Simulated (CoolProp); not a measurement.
c-C4F8 (RC318) at several states: Z from the reference equation and from simpler models built on Tc = 388.4 K, pc = 27.78 bar, ω = 0.355; each cubic takes its own stable root.

Values from CoolProp's reference Helmholtz-energy equation of state, Platzer 1990. This equation is an older, rougher fit; its heat capacities, sound speeds and derivatives of the liquid may be far off and weren't checked against measurements.

```tsv
T (K)	p (bar)	phase	reference
393.9	2.81	gas	0.9675
300.6	1.33	gas	0.9613
464.8	23.3	gas	0.8465
276.9	0.121	gas	0.9956
359.7	94.3	liquid	0.4749
273	0.507	gas	0.9802
```

Task: How far does each simpler model (van der Waals, Redlich-Kwong, Soave-Redlich-Kwong, Peng-Robinson) lie from the reference over these 6 states: mean and median of the absolute difference, and the worst?

Result: 
- van der Waals: mean 7.8 %, median 1.0 %, worst +41.1 % at 359.7 K and 94.3 bar
- Redlich-Kwong: mean 2.0 %, median 0.4 %, worst +7.9 % at 359.7 K and 94.3 bar
- Soave-Redlich-Kwong: mean 1.1 %, median 0.1 %, worst +5.6 % at 359.7 K and 94.3 bar
- Peng-Robinson: mean 1.4 %, median 0.4 %, worst -5.8 % at 359.7 K and 94.3 bar
